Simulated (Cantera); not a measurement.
A Cantera script and what it prints.

```python
import numpy as np
import cantera as ct

gas_names = """
    H2S C6H6 C2H4
""".split()
cond_names = """
    NiS(b) NiS(a) NiS(L) NiS2(s) NiS2(L)
""".split()


def load(file, names, dense=False):
    # The tables refer to 1 bar. Condensed volumes are neglected.
    table = {s.name: s for s in ct.Species.list_from_file(file)}
    out = []
    for n in names:
        d = dict(table[n].input_data)
        d["thermo"] = dict(d["thermo"], **{"reference-pressure": 1e5})
        if dense:
            d["equation-of-state"] = {"model": "constant-volume", "density": "1e6 g/cm^3"}
        out.append(ct.Species.from_dict(d))
    return out


species = {s.name: s for s in load("nasa_gas.yaml", gas_names) + load("nasa_condensed.yaml", cond_names)}
# Each term lists the table entries of one substance; the one whose range holds T is used.
reactions = {
    '3 H2S(g) + C6H6(g) + 3 NiS = 3 NiS2 + 3 C2H4(g)':
        [(-3, ['H2S']), (-1, ['C6H6']), (-3, ['NiS(b)', 'NiS(a)', 'NiS(L)']), (3, ['NiS2(s)', 'NiS2(L)']), (3, ['C2H4'])],
}


def pick(names, T):
    return next(species[n] for n in names if species[n].thermo.min_temp <= T <= species[n].thermo.max_temp)


results = []
for label, terms in reactions.items():
    print(label)
    print("     T/K   dH/kJ  dS/(J/K)   dG/kJ   log10 K")
    for T in [300, 1925, 2000, 2075, 2150, 2225, 2300, 2375, 2450, 2525]:
        used = [(nu, pick(names, T)) for nu, names in terms]
        dH = sum(nu * s.thermo.h(T) for nu, s in used) / 1e6
        dS = sum(nu * s.thermo.s(T) for nu, s in used) / 1e3
        dG = dH - T * dS / 1e3
        logK = -dG * 1e6 / (ct.gas_constant * T * np.log(10))
        results.append((label, T, dH, dS, dG, logK, [s.name for _, s in used]))
        print(f"{T:8g} {dH:8.1f} {dS:8.1f} {dG:8.1f} {logK:8.2f}")
```

It prints:

```
3 H2S(g) + C6H6(g) + 3 NiS = 3 NiS2 + 3 C2H4(g)
     T/K   dH/kJ  dS/(J/K)   dG/kJ   log10 K
     300      5.6   -171.5     57.1    -9.93
    1925     80.0   -123.8    318.2    -8.63
    2000     78.2   -124.7    327.5    -8.55
    2075     76.5   -125.5    336.9    -8.48
    2150     74.7   -126.3    346.3    -8.41
    2225     73.0   -127.1    355.8    -8.35
    2300     71.3   -127.9    365.4    -8.30
    2375     69.5   -128.6    375.0    -8.25
    2450     67.8   -129.3    384.7    -8.20
    2525     66.1   -130.0    394.4    -8.16
```

Cantera with NASA thermochemical tables; ideal gases at 1 bar, condensed phases pure. Condensed species are held in their standard states even where they would react or evaporate.
